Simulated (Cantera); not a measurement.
What does this Cantera script print?

```python
import numpy as np
import cantera as ct

gas_names = """
    Br Br2 Mg MgBr MgBr2 MgO Mg2 O O2 O3
""".split()
cond_names = """
    Br2(cr) Br2(L) Mg(cr) Mg(L) MgBr2(s) MgBr2(L) MgO(s) MgO(L)
""".split()


# ... load() reads the species with a 1 bar reference pressure and builds the phases ...
atoms = {
    'MgO': {'Mg': 1, 'O': 1},
    'Br2': {'Br': 2},
}
top_T = {}  # K; cautious upper limits of use, not melting points


# ... equilibrate(T, P, feed) seeds the gas with the atoms and calls Mixture.equilibrate('TP', solver="vcs", rtol=1e-11, max_steps=5000) ...
results = []
feed = {'MgO': 1, 'Br2': 0.35}  # mol
T = 1248  # K
for P in [1000, 2200, 4600, 10000, 22000, 46000, 100000, 220000, 460000, 1000000]:
    mix = equilibrate(T, P, feed)
    results.append((T, P, feed, dict(zip(mix.species_names, mix.species_moles))))

top = {s: max(r[3][s] / sum(r[3][g] for g in gas_names) for r in results) for s in gas_names}
cols = sorted((s for s in top if top[s] > 0.0001), key=lambda s: -top[s])[:9]
seen = [c for c in cond_names if any(r[3].get(c, 0) > 1e-12 for r in results)]
print("log10 of partial pressures in bar; condensed amounts in mol")
print(f"{'P/Pa':>10s}" + "".join(f"{s[:9]:>10s}" for s in cols + seen))
for T, P, feed, n in results:
    ng = sum(n[g] for g in gas_names)
    print(f"{P:10.4g}" + "".join(f"{np.log10(max(n[s] / ng * P / 1e5, 1e-99)):10.3f}" for s in cols)
          + "".join(f"{n.get(c, 0):10.4g}" for c in seen))
```

Output:

```
log10 of partial pressures in bar; condensed amounts in mol
      P/Pa       Br2        Br     MgBr2        O2    MgO(s)
      1000    -2.260    -2.351    -4.428    -4.729    0.9983
      2200    -1.835    -2.138    -4.144    -4.445    0.9986
      4600    -1.461    -1.951    -3.895    -4.196    0.9989
     1e+04    -1.084    -1.763    -3.644    -3.945    0.9991
   2.2e+04    -0.714    -1.578    -3.397    -3.698    0.9993
   4.6e+04    -0.377    -1.409    -3.172    -3.473    0.9995
     1e+05    -0.027    -1.234    -2.939    -3.240    0.9996
   2.2e+05     0.324    -1.059    -2.705    -3.006    0.9997
   4.6e+05     0.650    -0.896    -2.487    -2.788    0.9997
     1e+06     0.991    -0.725    -2.260    -2.561    0.9998
```

Method: chemical equilibrium by Gibbs-energy minimisation in Cantera with the NASA 1993 tables (ideal gas, pure condensed phases).
